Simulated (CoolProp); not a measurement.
Saturated liquid density (kg/m³) of isobutane: the reference equation beside estimates from Tc = 407.8 K, pc = 3.629 MPa, ω = 0.184. Rackett uses Z = 0.29056 − 0.08775 ω.

Computed with CoolProp (reference Helmholtz-energy equation of state, Bücker 2006).

| T (K) | reference | Rackett | van der Waals | Redlich-Kwong | Peng-Robinson |
|---|---|---|---|---|---|
| 251.2 | 605.0 | 606.1 | 379.2 | … | 642.0 |
| 265.8 | 588.9 | 589.9 | 369.4 | 540.0 | … |
| 280.5 | 572.0 | 572.8 | 358.8 | 521.4 | 605.5 |
| 295.1 | 554.5 | 554.9 | 347.6 | 501.5 | 584.6 |
| 309.7 | 535.8 | 535.9 | 335.5 | 479.9 | 561.3 |
| 324.4 | 515.6 | 515.4 | 322.3 | 456.2 | 535.1 |
| 339 | 493.7 | … | 308.0 | 430.2 | 505.6 |
| 353.6 | … | 468.7 | 291.8 | 401.2 | 471.8 |
| 368.2 | … | … | 273.3 | 368.0 | 431.9 |
| 382.9 | 405.0 | 405.5 | 250.7 | 328.0 | 382.5 |
| 397.5 | 353.7 | 356.2 | … | 274.9 | 315.2 |

Task: Complete the blanks.

Result: 
- 251.2, Redlich-Kwong: 557.2
- 265.8, Peng-Robinson: 624.7
- 339, Rackett: 493.3
- 353.6, reference: 469.1
- 368.2, reference: 440.6
- 368.2, Rackett: 440.3
- 397.5, van der Waals: 220.0

Absolute difference from the reference over all 11 rows, mean and median: Rackett 0.2 and 0.1 %, van der Waals 37.6 and 37.5 %, Redlich-Kwong 12.9 and 11.5 %, Peng-Robinson 4.9 and 5.4 %.
